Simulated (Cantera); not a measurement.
**Pb + CO + H2 (metals in furnace atmospheres)**

A closed system holds: 1 mol Pb, 15 mol CO, 1.1 mol H2.

Cantera equilibrium calculation (NASA polynomials, part measured and part estimated; ideal gas, pure solids and liquids). Candidate condensed phases: C, C6H6, C7H8, C8H18, H2O, Pb, PbO, PbO2, Pb3O4; 113 gas species. Equilibrium is a limit: real reactors are often held back by kinetics, nucleation or transport.

Q: Map the stable condensed phases over T = 627, 727, 827, 927, 1027, 1127, 1227, 1327, 1427, 1527 °C and P in Pa = 10, 61, 370, 2200, 13000, 82000, 500000, 3000000.

A: 
```
T in °C \ P in Pa
              10      61     370    2200   13000   82000  500000 3000000
   1527        A       A       A       A       A       A       B       B
   1427        A       A       A       A       A       C       B       B
   1327        A       A       A       A       A       C       B       B
   1227        A       A       A       A       A       B       B       B
   1127        A       A       A       A       C       B       B       B
   1027        A       A       A       C       B       B       B       B
    927        A       A       A       B       B       B       B       B
    827        A       A       B       B       B       B       B       B
    727        A       B       B       B       B       B       B       B
    627        B       B       B       B       B       B       B       B
```
A: gas only; B: C + Pb; C: C.
